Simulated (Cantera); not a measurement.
A perfectly stirred reactor is fed with CH4 : O2 : N2 = 1 : 2.3 : 8.64 (molar parts), equivalence ratio 0.87, at 120000 Pa; it is adiabatic with a 673 K inlet, and is followed from long to short residence time, starting on the burning branch (τ in s: 0.064, 0.027, 0.012, 0.0049, 0.0021, 0.00088, 0.00037, 0.00016, 6.7e-05, 2.8e-05).

Cantera simulation using GRI-Mech 3.0 (53 species, 325 reactions); the numbers are that mechanism's predictions, not measurements.

One state of this run: T (K) = 2295; x CH4 = 1.05e-5; x O2 = 0.0279; x C2H6 = 1.11e-11; x CH2CO = 1.64e-9; x CH2O = 1.93e-6; x HO2 = 2.70e-6. x: mole fraction; the columns are a selection and need not sum to one.

Which value of τ (s) does it belong to?
(A) 0.00037
(B) 0.012
(C) 6.7e-5
(D) 0.027

B, 0.012
